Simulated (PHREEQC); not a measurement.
PHREEQC input (ion-association model, wateq4f.dat):

```
SOLUTION_MASTER_SPECIES
  An  An-  0  An  62.0  # stands for a non-complexing anion
SOLUTION_SPECIES
  An- = An-
    -log_k 0
    -gamma 3.0 0
  PO4-3 + 3H+ = H3PO4  # constants of phreeqc.dat
    -log_k 21.721
    -delta_h -10.1 kJ
PHASES
  Fix_H+
    H+ = H+
    -log_k 0
SOLUTION 1
  temp 25
  units mmol/kgw
  pH 7 charge
  P 0.92
  Na 10.92
  Cl 0.036
  Ca 0.018
  S(6) 0.014
  Cu(2) 0.014
  An 10
END
SELECTED_OUTPUT 1
  -reset false
  -pH true
  -pe true
  -ionic_strength true
  -water true
  -totals Ca Cl Cu Na P S Cu(1) Cu(2) S(-2) S(6)
  -molalities Hfo_wOH Hfo_wOH2+ Hfo_wO- Hfo_sOH Hfo_sOH2+ Hfo_sO- Hfo_sOCu+ Hfo_wOCu+ Hfo_wSO4- Hfo_wOHSO4-2
    Hfo_sOHCa+2 Hfo_wOCa+ Hfo_wH2PO4 Hfo_wHPO4- Hfo_wPO4-2
  -saturation_indices Gypsum Portlandite Hydroxyapatite Cu(OH)2 Brochantite Antlerite Atacamite Cu3(PO4)2:3H2O Halite Mirabilite
    Chalcanthite
USER_PUNCH 1
  -headings sigma psi
  10 PUNCH EDL("sigma", "Hfo"), EDL("psi", "Hfo")
PRINT
  -reset false
USE solution 1
SURFACE 1
  Hfo_wOH 0.00164045 600 0.73
  Hfo_sOH 4.10112e-05
EQUILIBRIUM_PHASES 1
  Fix_H+ -4 HAn 10
    -force_equality true
  O2(g) -0.68 10
END
# ... the last block is repeated for the other 16 points of pH, with NaOH or the acid as the point needs
```

Selected output (columns that matter, 10 of 17 rows; pH added in front):

```
pH	mu	Ca	Cl	Cu	Na	P	S	si_Gypsum	si_Portlandite	si_Hydroxyapatite	si_Cu(OH)2	si_Brochantite	si_Antlerite	si_Atacamite
4	0.011245	1.7999e-05	3.5999e-05	1.2613e-05	0.01092	3.5649e-07	1.4923e-06	-6.3767	-19.727	-34.335	-5.7186	-17.684	-13.556	-9.9888
5	0.011048	1.7988e-05	3.5999e-05	1.511e-06	0.01092	1.3997e-06	1.0841e-05	-5.5104	-17.727	-25.543	-4.6395	-14.502	-11.453	-8.8302
6	0.010996	1.7291e-05	3.5999e-05	1.8754e-08	0.01092	8.5152e-06	1.3917e-05	-5.4182	-15.744	-16.371	-4.5542	-16.052	-13.088	-9.6595
6.5	0.010975	1.39e-05	3.5999e-05	2.4133e-09	0.01092	2.2265e-05	1.3987e-05	-5.5109	-14.839	-12.301	-4.5005	-16.835	-13.924	-10.052
7.5	0.011	2.3472e-06	3.5999e-05	5.3679e-10	0.01092	0.00012493	1.3999e-05	-6.2925	-13.621	-8.366	-4.2662	-17.897	-15.221	-10.584
8.5	0.011298	2.1474e-07	3.6e-05	8.0256e-10	0.010957	0.00040176	1.4e-05	-7.3911	-12.718	-7.9736	-4.0554	-19.056	-16.59	-11.163
9.5	0.012397	5.4758e-08	3.5999e-05	2.1098e-09	0.011744	0.00074167	1.4e-05	-8.3392	-11.658	-7.8582	-3.6347	-19.381	-17.336	-11.323
10	0.012851	4.0173e-08	3.5999e-05	3.7268e-09	0.012105	0.0008536	1.4e-05	-8.8619	-11.177	-8.2848	-3.3877	-19.396	-17.599	-11.33
11	0.014372	1.568e-08	3.5999e-05	9.5875e-09	0.013571	0.00091709	1.4e-05	-10.193	-10.497	-10.908	-2.9799	-19.776	-18.386	-11.517
12	0.026415	9.7095e-09	3.5998e-05	6.3915e-08	0.025144	0.00091986	1.3999e-05	-11.162	-9.3977	-12.351	-2.1904	-18.686	-18.086	-10.954
```

Complexes and solids missing from the database can't appear. H3PO4, which wateq4f.dat lacks, is added to it with the constant of phreeqc.dat. The database has no phosphate complexes of Cu. The database's constant for dissolved Cu(OH)2 is higher than later reviews accept.
